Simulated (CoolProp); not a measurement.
Vapour-liquid equilibrium of hydrogen sulfide (1) + isobutane (2) at 0.101 MPa; x and y are mole fractions of (1).

The numbers come from the multi-fluid Helmholtz-energy mixture model, Lemmon 2006 and Bücker 2006; pair parameters Kunz 2012 in CoolProp.

```
x     bubble temperature, mixture model (°C)  bubble temperature, Raoult's law (°C)  y, mixture model  y, Raoult's law
----  --------------------------------------  -------------------------------------  ----------------  ---------------
0.05                                   -23.8                                  -18.8             0.411            0.282
0.2                                    -44.1                                  -32.8             0.807            0.677
0.35                                   -52.1                                  -41.6             0.892            0.830
0.5                                    -55.4                                  -47.9             0.921            0.906
0.65                                   -57.0                                  -52.6             0.935            0.950
0.8                                    -58.2                                  -56.3             0.951            0.977
0.95                                   -59.8                                  -59.4             0.982            0.995
```

The largest gap from Raoult's law is -11.3 K in bubble temperature, at x = 0.2. No azeotrope shows between x = 0.05 and 0.95.

Pair parameters are fitted to limited data, so mixtures are less certain than the pure fluids. With so large a gap from Raoult's law the liquid may split in two, which this calculation doesn't test in full.
